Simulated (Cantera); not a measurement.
An isothermal, constant-pressure homogeneous reactor starts with C2H6 : N2 = 1 : 190 (molar parts), at 1500 K and 0.100 bar.

Detailed kinetics in Cantera: GRI-Mech 3.0 (53 species, 325 reactions). GRI-Mech 3.0 stops at C3 and has no aromatics, soot or wall deposition, so with more carbon than oxygen in the feed, carbon stays in small species such as C2H2 where larger ones or solid carbon would form.

Question: Predict: x(C2H6) at 3.00 s; x(H2) at 3.00 s; x(CH3) at 3.00 s; x(C2H) at 3.00 s; x(H) at 3.00 s; x(C2H2) at 3.00 s; x(CH2) at 3.00 s.

Answer: x(C2H6) at 3.00 s: 1.12e-7 (gas-phase equilibrium 1.00e-12)
x(H2) at 3.00 s: 0.00931 (gas-phase equilibrium 0.0104)
x(CH3) at 3.00 s: 7.16e-6 (gas-phase equilibrium 1.95e-8)
x(C2H) at 3.00 s: 4.65e-9 (gas-phase equilibrium 3.98e-10)
x(H) at 3.00 s: 4.76e-6 (gas-phase equilibrium 5.70e-6)
x(C2H2) at 3.00 s: 0.00483 (gas-phase equilibrium 0.000384)
x(CH2) at 3.00 s: 2.96e-9 (gas-phase equilibrium 8.89e-12)
